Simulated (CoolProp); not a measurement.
A simple Rankine cycle with R236FA: condensing at 294.15 K, boiler at 1.16 MPa, turbine inlet 365 K, turbine efficiency 0.75, pump efficiency 0.7, no recuperator. Each further row changes one setting.

Model: reference Helmholtz-energy equation of state, Pan 2012, in CoolProp.

```
case                             thermal efficiency (%)  net work (kJ/kg)  heat in (kJ/kg)  turbine exit temperature (K)  volume ratio over the turbine
-------------------------------  ----------------------  ----------------  ---------------  ----------------------------  -----------------------------
as stated                                           9.4              18.7              198                         329.8                           5.27
turbine inlet 385 K                                 9.3               ___              219                           ___                           5.09
condensing temperature 286.15 K                     ___              22.2              207                           ___                           6.98
boiler pressure 0.812 MPa                           7.6               ___              204                         339.8                           3.51
turbine efficiency 0.65                             8.1              16.1              198                           ___                           5.33
```

Question: Fill in the missing entries.

Answer: 
- turbine inlet 385 K, net work (kJ/kg): 20.5
- turbine inlet 385 K, turbine exit temperature (K): 351.5
- condensing temperature 286.15 K, thermal efficiency (%): 10.7
- condensing temperature 286.15 K, turbine exit temperature (K): 324.8
- boiler pressure 0.812 MPa, net work (kJ/kg): 15.5
- turbine efficiency 0.65, turbine exit temperature (K): 332.7
